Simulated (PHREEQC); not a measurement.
Model water analysis in mg/kgw, 20 °C, pH 5.89, pe 8: Na 10.4; K 15.7; Ca 7.24; Mg 14.4; Cl 34.1; S(6) as SO4 24.4; Alkalinity as HCO3 55.2; Zn 2.47.

Valence states are taken as typed.

Model: ion-association model, phreeqc.dat, run in PHREEQC.

No solid was allowed to form.

### Question
What specific conductance, charge-balance error does the model give?

### Answer
specific conductance 240 µS/cm; charge-balance error 2.1 %.

### Question
In which forms is S present?

### Answer
SO4-2 91 %, MgSO4 6.5 %, CaSO4 1.7 % of the S.

Species that the database lacks are ignored.
